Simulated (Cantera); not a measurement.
An isothermal, constant-pressure homogeneous reactor starts with 87.7 % N2O, 12.3 % H2O, at 1325 K and 1.00 atm.

Computed with Cantera and GRI-Mech 3.0 (53 species, 325 reactions). GRI-Mech 3.0 was tuned for natural gas; its chemistry of N2O as a main component is partial and can be far from experiment. The mechanism lacks the step 2 NO + O2 → 2 NO2, which can matter for NO2 below about 1400 K. The temperature is held fixed by assumption; the heat of reaction is taken as removed at once.

x: mole fraction; the columns are a selection and need not sum to one.

| t (s) | x N2O | x H2O | x H | x O | x HO2 | x O2 | x N2 |
|---|---|---|---|---|---|---|---|
| 2.00e-5 | 0.877 | 0.123 | ___ | 1.29e-5 | 7.82e-7 | 3.95e-5 | 0.000109 |
| 0.000111 | 0.876 | 0.123 | ___ | 1.30e-5 | 1.33e-5 | 0.000276 | 0.000674 |
| 0.000616 | 0.871 | 0.122 | ___ | 1.31e-5 | 1.47e-5 | 0.00177 | 0.00396 |
| 0.00342 | 0.844 | 0.121 | ___ | 1.26e-5 | 9.99e-6 | 0.00989 | 0.0218 |
| 0.0190 | 0.715 | 0.116 | ___ | 1.11e-5 | 4.32e-6 | 0.0490 | 0.106 |
| 0.105 | 0.340 | 0.0999 | ___ | 7.75e-6 | 1.12e-6 | 0.165 | 0.352 |
| 0.585 | 0.0271 | 0.0865 | ___ | 1.51e-6 | 2.10e-7 | 0.267 | 0.563 |
| 3.25 | 2.08e-6 | 0.0854 | 2.42e-10 | 1.45e-7 | 5.39e-8 | 0.276 | 0.582 |
| 18.0 | 6.45e-7 | 0.0854 | 2.42e-10 | 1.45e-7 | 5.39e-8 | 0.276 | 0.582 |
| 100 | 6.36e-7 | 0.0854 | 2.41e-10 | 1.45e-7 | 5.39e-8 | 0.277 | 0.582 |

Question: Fill in the missing entries.

Answer: 
- 2.00e-5, x H: 9.03e-9
- 0.000111, x H: 4.55e-8
- 0.000616, x H: 6.03e-8
- 0.00342, x H: 5.52e-8
- 0.0190, x H: 4.40e-8
- 0.105, x H: 3.07e-8
- 0.585, x H: 3.94e-9
